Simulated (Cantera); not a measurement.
## Equilibrium for halide evaporation, hydrolysis and transport: FeCl₂ + HCl + H₂

Input: 1 mol FeCl₂, 0.17 mol HCl, 2.1 mol H₂.

These are equilibrium values from Cantera (NASA tables, ideal gas, pure condensed phases), not measurements of a reactor. Candidate condensed phases: Fe, FeCl₂, FeCl₃; 11 gas species. Mutual solubility and eutectic melting of coexisting phases are not modelled. Rates play no part.

Stable condensed phases:

```
T in °C \ P in Pa
           0.10   0.72    5.2     37    270   1900  14000 100000
   1477       A      A      A      B      B      B      B      B
   1377       A      A      B      B      B      B      B      B
   1277       A      B      B      B      B      B      B      B
   1177       B      B      B      B      B      B      B      B
   1077       B      B      B      B      B      B      B      B
    977       B      B      B      B      B      B      B      B
    877       B      B      B      B      B      B      B      B
    777       B      B      B      B      B      B      B      C
    677       B      B      B      B      B      B      C      C
    577       B      B      B      B      B      C      C      C
    477       B      B      B      B      C      C      D      D
    377       B      B      C      C      D      D      D      D
```

A: gas only; B: Fe; C: Fe + FeCl₂; D: FeCl₂.
